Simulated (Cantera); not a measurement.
What does this Cantera script print?

```python
import numpy as np
import cantera as ct

gas_names = """
    C CH CH2 CH3 CH2OH CH3O CH4 CH3OH CO CO2 COOH C2 C2H CHCO,ketyl C2H2,acetylene C2H2,vinylidene
    CH2CO,ketene C2H3,vinyl CH3CO,acetyl C2H4 C2H4O,ethylen CH3CHO,ethanal CH3COOH (HCOOH)2 C2H5 C2H6
    CH3OCH3 C2H5OH C2O C3 C3H3,propargyl C3H4,allene C3H4,propyne C3H4,cyclo- C3H5,allyl C3H6,propylene
    C3H6,cyclo- C3H6O C3H7,n-propyl C3H7,i-propyl C3H8 C3H8O,1propanol C3H8O,2propanol C3O2 C4 C4H2
    C4H4,1,3-cyclo- C4H6,butadiene C4H6,2-butyne C4H6,cyclo- C4H8,1-butene C4H8,cis2-buten
    C4H8,tr2-butene C4H8,isobutene C4H8,cyclo- (CH3COOH)2 C4H9,n-butyl C4H9,i-butyl C4H9,s-butyl
    C4H9,t-butyl C4H10,isobutane C4H10,n-butane C5 C5H6,1,3cyclo- C5H8,cyclo- C5H10,1-pentene
    C5H10,cyclo- C5H11,pentyl C5H11,t-pentyl C5H12,n-pentane C5H12,i-pentane CH3C(CH3)2CH3 C6H2
    C6H5,phenyl C6H5O,phenoxy C6H6 C6H5OH,phenol C6H10,cyclo- C6H12,1-hexene C6H12,cyclo- C6H13,n-hexyl
    C7H7,benzyl C7H8 C7H8O,cresol C7H14,1-heptene C7H15,n-heptyl C7H16,n-heptane C8H8,styrene
    C8H10,ethylbenz C8H16,1-octene C8H17,n-octyl C8H18,isooctane C8H18,n-octane C9H19,n-nonyl
    C10H8,naphthale C10H21,n-decyl C12H9,o-bipheny C12H10,bipheny H HCO HO2 H2 HCHO,formaldehy HCOOH H2O
    H2O2 O OH O2 O3 Ta TaO TaO2
""".split()
cond_names = """
    C(gr) C6H6(L) C7H8(L) C8H18(L),n-octa H2O(s) H2O(L) Ta(cr) Ta(L) TaC(s) TaC(L) Ta2O5(s) Ta2O5(L)
""".split()


def load(file, names, dense=False):
    # The tables refer to 1 bar. Condensed volumes are neglected.
    table = {s.name: s for s in ct.Species.list_from_file(file)}
    out = []
    for n in names:
        d = dict(table[n].input_data)
        d["thermo"] = dict(d["thermo"], **{"reference-pressure": 1e5})
        if dense:
            d["equation-of-state"] = {"model": "constant-volume", "density": "1e6 g/cm^3"}
        out.append(ct.Species.from_dict(d))
    return out


gas = ct.Solution(thermo="ideal-gas", species=load("nasa_gas.yaml", gas_names))
cond = {s.name: ct.Solution(thermo="fixed-stoichiometry", species=[s], name=s.name)
        for s in load("nasa_condensed.yaml", cond_names, dense=True)}
atoms = {
    'Ta(OEt)5': {'Ta': 1, 'C': 10, 'H': 25, 'O': 5},
    'O2': {'O': 2},
    'H2': {'H': 2},
}
top_T = {'C(gr)': 4500}  # K; cautious upper limits of use, not melting points


def equilibrate(T, P, feed):
    n = {}
    for name, mol in feed.items():
        for a, k in atoms[name].items():
            n[a] = n.get(a, 0.0) + k * mol
    gas.TPX = T, P, n
    mass = sum(n.values()) * gas.mean_molecular_weight
    gas.equilibrate("TP")
    valid = [c for c in cond.values() if c.min_temp <= T <= top_T.get(c.name, c.max_temp)]
    mix = ct.Mixture([(gas, mass / gas.mean_molecular_weight)] + [(c, 0.0) for c in valid])
    mix.T, mix.P = T, P
    mix.equilibrate("TP", solver="vcs", rtol=1e-11, max_steps=5000)
    return mix


results = []
feed = {'Ta(OEt)5': 1, 'O2': 0.61, 'H2': 14}  # mol
T = 2448  # K
P = 240000  # Pa
mix = equilibrate(T, P, feed)
results.append((T, P, feed, dict(zip(mix.species_names, mix.species_moles))))
print(gas.report(threshold=0.0001))
for i in range(1, mix.n_phases):
    print(f"{mix.phase(i).name:16s} {mix.phase_moles(i):12.5e} mol")
```

Result:

```
       temperature   2448 K
          pressure   2.4e+05 Pa
           density   0.083598 kg/m^3
  mean mol. weight   7.0898 kg/kmol
   phase of matter   gas

                          1 kg             1 kmol
                     ---------------   ---------------
          enthalpy        7.4731e+06        5.2983e+07  J
   internal energy        4.6023e+06        3.2629e+07  J
           entropy             29206        2.0707e+05  J/K
    Gibbs function       -6.4024e+07       -4.5391e+08  J
 heat capacity c_p            5080.3             36018  J/K
 heat capacity c_v            3907.5             27704  J/K

                      mass frac. Y      mole frac. X     chem. pot. / RT
                     ---------------   ---------------   ---------------
               CH4        0.00055741        0.00024633           -42.216
                CO           0.74692           0.18906           -34.631
    C2H2,acetylene          0.025162         0.0068514           -25.929
                 H         0.0016262          0.011438           -9.7503
                H2           0.22529           0.79228           -19.501
     [ +108 minor]        0.00045084        0.00012901

C(gr)             2.31420e+00 mol
Ta(cr)            0.00000e+00 mol
TaC(s)            1.00000e+00 mol
Ta2O5(L)          0.00000e+00 mol
```

Equilibrium computed with Cantera from the NASA thermochemical tables; the gas is ideal and each condensed phase is pure. The feed counts by its element totals alone. TaC: taken at fixed stoichiometry. Condensed phases not in the tables: Ta2C.
